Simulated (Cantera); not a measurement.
A Cantera script and its output.

```python
import numpy as np
import cantera as ct

gas = ct.Solution("gri30.yaml")
gas.TPX = 1050, 100000, {'CH4': 1, 'O2': 6.25, 'N2': 68.8}
reactor = ct.IdealGasConstPressureReactor(gas, energy="on", clone=False)
net = ct.ReactorNet([reactor])
net.rtol, net.atol = 1e-08, 1e-16
show = ['CH4', 'O2', 'HCN', 'NO2', 'H2O2']
times = np.geomspace(3e-06, 1, 11)

steps = ct.SolutionArray(gas, extra=["t"])
rows = []
print(f"{'t/s':>10s}{'T/K':>9s}{'P/Pa':>11s}" + "".join(f"{s:>11s}" for s in show))
for t in times:
    while net.time < t:
        t_next = net.step()
        steps.append(gas.state, t=t_next)
    rows.append([np.interp(t, steps.t, y) for y in (steps.T, steps.P, *steps(*show).X.T)])
    print(f"{t:10.3e}{rows[-1][0]:9.1f}{rows[-1][1]:11.4g}" + "".join(f"{x:11.3e}" for x in rows[-1][2:]))
rate = np.gradient(steps.T, steps.t)
print("integrator steps:", len(steps.t))
if steps.T.max() > steps.T[0] + 200:
    print(f"time of steepest temperature rise: {steps.t[rate.argmax()]:.4e} s")
gas.TPX = 1050, 100000, {'CH4': 1, 'O2': 6.25, 'N2': 68.8}
gas.equilibrate("HP")
print(f"equilibrium (HP): T = {gas.T:.1f} K  " + "  ".join(f"{s} {gas[s].X[0]:.3e}" for s in show))
```

It prints:

```
       t/s      T/K       P/Pa        CH4         O2        HCN        NO2       H2O2
 3.000e-06   1050.0      1e+05  1.315e-02  8.218e-02  2.216e-31  1.963e-37  1.580e-16
 1.070e-05   1050.0      1e+05  1.315e-02  8.218e-02  2.740e-30  3.150e-35  1.940e-15
 3.817e-05   1050.0      1e+05  1.315e-02  8.218e-02  3.463e-29  6.191e-33  2.436e-14
 1.361e-04   1050.0      1e+05  1.315e-02  8.218e-02  4.415e-28  8.377e-31  3.059e-13
 4.856e-04   1050.0      1e+05  1.315e-02  8.218e-02  5.694e-27  1.065e-28  3.757e-12
 1.732e-03   1050.0      1e+05  1.315e-02  8.218e-02  7.438e-26  1.508e-26  4.156e-11
 6.178e-03   1050.0      1e+05  1.315e-02  8.218e-02  1.093e-24  2.556e-24  3.509e-10
 2.204e-02   1050.0      1e+05  1.315e-02  8.218e-02  2.694e-23  5.494e-22  1.681e-09
 7.860e-02   1050.0      1e+05  1.315e-02  8.218e-02  1.690e-21  1.074e-19  3.502e-09
 2.804e-01   1050.3      1e+05  1.311e-02  8.215e-02  5.436e-20  1.635e-17  1.674e-08
 1.000e+00   1356.5      1e+05 -1.449e-19  5.588e-02  9.533e-15  9.138e-10  5.942e-10
integrator steps: 2154
time of steepest temperature rise: 7.2775e-01 s
equilibrium (HP): T = 1355.7 K  CH4 4.473e-34  O2 5.573e-02  HCN 9.668e-24  NO2 1.393e-06  H2O2 5.128e-10
```

Computed with Cantera and GRI-Mech 3.0 (53 species, 325 reactions).
